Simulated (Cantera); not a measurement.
Charge: 1 mol Si2Cl6, 0.23 mol HCl, 220 mol N2, equilibrated at 1748 K and 1400 Pa.

These are equilibrium values from Cantera (NASA tables, ideal gas, pure condensed phases), not measurements of a reactor. Candidate condensed phases: NH4Cl, Si, Si3N4; 28 gas species. The feed counts by its element totals alone. The tables' values for SiCl3 are old estimates; treat these amounts as uncertain. Kinetics and transport are ignored.

Base state: N2 0.985, SiCl2 0.00633, Cl 0.00545, SiCl3 0.00175, HCl 0.00103, SiCl4 0.000865 (mole fractions); condensed: gas only.

Question: What changes in the equilibrium state with this change: temperature from 1748 K to 1423.15 K?

Answer: 
| species | before | after |
|---|---|---|
| N2 | 0.985 | 0.990 |
| SiCl2 | 0.00633 | 0.00362 |
| SiCl4 | 0.000865 | 0.00357 |
| Cl | 0.00545 | 4.63e-5 |
| SiCl3 | 0.00175 | 0.00181 |
| HCl | 0.00103 | 0.00103 |
